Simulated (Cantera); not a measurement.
# Si3N4 + Si + H2 (sublimation and decomposition of ceramics)

Input: 1 mol Si3N4, 0.0047 mol Si, 0.034 mol H2, at 2850 Torr.

Equilibrium computed with Cantera from the NASA thermochemical tables; the gas is ideal and each condensed phase is pure. Candidate condensed phases: Si, Si3N4; 31 gas species. Ions and electrons are included (thermal ionisation). Mutual solubility and eutectic melting of coexisting phases are not modelled. The tables' values for SiN are old estimates; treat these amounts as uncertain. Gases not in the tables: Si2H6 and higher silanes. Rates play no part.

| T (°C) | x N2 | x H2 | x Si | x Si2 | x SiN | x H | x N | n Si(l) | n Si3N4(s) |
|---|---|---|---|---|---|---|---|---|---|
| 1727 | 0.0433 | 0.956 | 1.15e-5 | 1.19e-7 | 1.21e-6 | 0.000816 | 9.63e-11 | 0.00700 | 0.999 |
| 2227 | 0.981 | 0.0158 | 0.00125 | 3.34e-5 | 0.000243 | 0.00162 | 1.48e-7 | 3.00 | 0 |
| 2727 | 0.945 | 0.0113 | 0.0280 | 0.00136 | 0.00286 | 0.00862 | 6.94e-6 | 2.92 | 0 |
| 3227 | 0.682 | 0.00272 | 0.254 | 0.0186 | 0.0143 | 0.0158 | 9.39e-5 | 2.05 | 0 |
| 3727 | 0.399 | 0.000232 | 0.544 | 0.0219 | 0.0169 | 0.0124 | 0.000575 | 0 | 0 |
| 4227 | 0.392 | 5.46e-5 | 0.569 | 0.00829 | 0.0137 | 0.0131 | 0.00289 | 0 | 0 |
| 4727 | 0.385 | 1.61e-5 | 0.575 | 0.00360 | 0.0113 | 0.0132 | 0.0105 | 0 | 0 |
x: gas mole fraction; n: condensed amount in mol.

At 1727 °C the condensed part is Si(l) + Si3N4(s). From 2227 °C to 3227 °C the condensed part is Si(l). From 3727 °C to 4727 °C nothing is condensed. The main Si-bearing gas is SiH2 at 1727 °C and Si at 4727 °C.
